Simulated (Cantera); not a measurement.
Input: 1 mol Si, 1.3 mol H2, held at 0.130 bar.

Method: chemical equilibrium by Gibbs-energy minimisation in Cantera with the NASA 1993 tables (ideal gas, pure condensed phases). Candidate condensed phases: Si; 9 gas species. Gases not in the tables: Si2H6 and higher silanes. Rates play no part.

Q: At 1773 K, list the 4 most abundant gas species with their mole fractions, and the condensed phases.

A: H2 0.999, H 0.000789, SiH2 2.47e-5, Si 1.64e-5. Condensed: Si(l).
